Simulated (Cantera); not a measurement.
Charge: 1 mol FeCl₂, 8.1 mol H₂O, 58 mol H₂, held at 86.0 mbar.

These are equilibrium values from Cantera (NASA tables, ideal gas, pure condensed phases), not measurements of a reactor. Candidate condensed phases: Fe, FeCl₂, FeCl₃, FeO, Fe(OH)₂, Fe(OH)₃, Fe₂O₃, Fe₃O₄, H₂O; 22 gas species. Rates play no part.

### Question
Which condensed phases are stable at each of these points (T (K)): 1575, 1625, 1675, 1725, 1775, 1825, 1875, 1925, 1975, 2025, 2075, 2125, 2175?

### Answer
```csv
T (K),condensed phases,Fe condensed (%)
1575,Fe(γ),94.6
1625,Fe(γ),94.1
1675,Fe(δ),93.6
1725,Fe(δ),92.8
1775,Fe(δ),91.6
1825,Fe(l),89.6
1875,Fe(l),86.3
1925,Fe(l),80.6
1975,Fe(l),70.8
2025,Fe(l),54.2
2075,Fe(l),27.0
2125,gas only,0.0
2175,gas only,0.0
```

From 1575 K to 1625 K the condensed part is Fe(γ). From 1675 K to 1775 K the condensed part is Fe(δ). From 1825 K to 2075 K the condensed part is Fe(l). From 2125 K to 2175 K nothing is condensed.
